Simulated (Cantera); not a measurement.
# MgCO₃ + CO₂ (calcination and drying)

A closed system holds: 1 mol MgCO₃, 0.2 mol CO₂, at 0.100 bar.

Method: chemical equilibrium by Gibbs-energy minimisation in Cantera with the NASA 1993 tables (ideal gas, pure condensed phases). Candidate condensed phases: C, Mg, MgCO₃, MgO; 15 gas species. The numbers say what is thermodynamically allowed, not how fast it happens.

| T (K) | x CO₂ | x CO | x O₂ | x O | x Mg | n MgO(s) |
|---|---|---|---|---|---|---|
| 1473 | 0.999 | 0.000594 | 0.000297 | 1.52e-7 | 1.18e-12 | 1.00 |
| 1523 | 0.999 | 0.000981 | 0.000490 | 3.86e-7 | 6.60e-12 | 1.00 |
| 1573 | 0.998 | 0.00157 | 0.000783 | 9.24e-7 | 3.29e-11 | 1.00 |
| 1623 | 0.996 | 0.00243 | 0.00121 | 2.10e-6 | 1.49e-10 | 1.00 |
| 1673 | 0.994 | 0.00367 | 0.00183 | 4.52e-6 | 6.13e-10 | 1.00 |
| 1723 | 0.992 | 0.00540 | 0.00270 | 9.34e-6 | 2.32e-9 | 1.00 |
| 1773 | 0.988 | 0.00777 | 0.00388 | 1.85e-5 | 8.16e-9 | 1.00 |
| 1823 | 0.984 | 0.0110 | 0.00546 | 3.53e-5 | 2.67e-8 | 1.00 |
| 1873 | 0.977 | 0.0151 | 0.00754 | 6.49e-5 | 8.22e-8 | 1.00 |
| 1923 | 0.969 | 0.0205 | 0.0102 | 0.000116 | 2.38e-7 | 1.00 |
| 1973 | 0.959 | 0.0274 | 0.0136 | 0.000200 | 6.54e-7 | 1.000 |
| 2023 | 0.946 | 0.0359 | 0.0178 | 0.000336 | 1.71e-6 | 1.000 |
| 2073 | 0.930 | 0.0463 | 0.0229 | 0.000550 | 4.27e-6 | 1.000 |
| 2123 | 0.911 | 0.0589 | 0.0290 | 0.000877 | 1.02e-5 | 1.000 |
x: gas mole fraction; n: condensed amount in mol.

From 1473 K to 2123 K the condensed part is MgO(s).
